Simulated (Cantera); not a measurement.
Feed: 1 mol CaO, 5.4 mol NF3, at 0.0158 Torr.

These are equilibrium values from Cantera (NASA tables, ideal gas, pure condensed phases), not measurements of a reactor. Candidate condensed phases: Ca, CaF2, CaO; 22 gas species. The numbers say what is thermodynamically allowed, not how fast it happens.

x: gas mole fraction; n: condensed amount in mol.

| T (K) | x F | x N2 | x CaF2 | x O2 | x NO | x O | x F2 | n CaF2(s) |
|---|---|---|---|---|---|---|---|---|
| 1225 | 0.816 | 0.155 | 6.55e-5 | 0.0287 | 3.87e-5 | 1.56e-6 | 3.76e-5 | 0.999 |
| 1275 | 0.816 | 0.155 | ___ | 0.0287 | ___ | ___ | ___ | 0.994 |
| 1325 | 0.815 | 0.155 | ___ | 0.0287 | ___ | ___ | ___ | 0.975 |
| 1375 | 0.812 | 0.154 | 0.00548 | 0.0285 | 0.000102 | 2.35e-5 | 6.28e-6 | 0.904 |
| 1425 | 0.800 | 0.152 | 0.0192 | 0.0281 | 0.000134 | 5.08e-5 | 3.66e-6 | 0.660 |
| 1475 | 0.772 | 0.147 | 0.0543 | 0.0270 | 0.000167 | 0.000103 | 2.11e-6 | 0 |
| 1525 | 0.772 | 0.147 | 0.0543 | 0.0270 | 0.000213 | 0.000203 | 1.35e-6 | 0 |

**Question.** Complete the blanks.

**Answer.** 
- 1325, x CaF2: 0.00141
- 1325, x NO: 7.61e-5
- 1325, x O: 1.02e-5
- 1325, x F2: 1.10e-5
- 1275, x CaF2: 0.000324
- 1275, x NO: 5.50e-5
- 1275, x O: 4.13e-6
- 1275, x F2: 1.99e-5
